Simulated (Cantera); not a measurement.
Catalytic stagnation flow on Pt

A jet of CH₄ : O₂ : N₂ = 0.073 : 0.081 : 0.79 (molar parts), equivalence ratio 1.8 at 300 K and 0.345 atm hits a platinum plate 4.7 cm away at a mass flux of 0.077 kg/m²/s; the plate temperature is set and raised in steps from an oxygen-covered start.

Cantera simulation using Deutschmann's 1995 Pt surface mechanism with GRI-Mech 3.0 gas chemistry; the numbers are that mechanism's predictions, not measurements. Catalytic surfaces can have several steady states; this one follows from the mechanism file's or the stated starting coverage.

```
plate T (K)  wall x CH₄  wall x O₂  wall x H₂O  wall x OH  wall x CO  wall x CO₂  θ free Pt      θ H*   θ CO*     θ C*
-----------  ----------  ---------  ----------  ---------  ---------  ----------  ---------  --------  ------  -------
850              0.0284    0.00792      0.0894      <1e-8     0.0505    0.000663      0.199  0.000315   0.653    0.148
900              0.0270    0.00768      0.0886      <1e-8     0.0524    0.000112      0.209   0.00133   0.271    0.519
950              0.0228    0.00646      0.0865      <1e-8     0.0568     7.70e-5      0.236   0.00223   0.151    0.610
1000             0.0142    0.00400      0.0824      <1e-8     0.0655    0.000115      0.313   0.00326   0.135    0.548
1050            0.00446    0.00137      0.0770      <1e-8     0.0747    0.000788      0.560   0.00463   0.233    0.203
1100            0.00249   0.000831      0.0740      <1e-8     0.0744     0.00349      0.738   0.00467   0.205   0.0516
1150            0.00191   0.000671      0.0698      <1e-8     0.0706     0.00863      0.842   0.00438   0.136   0.0171
1200            0.00166   0.000606      0.0644      <1e-8     0.0648      0.0156      0.907   0.00406  0.0823  0.00691
```
x: mole fraction at the wall; θ: surface coverage.
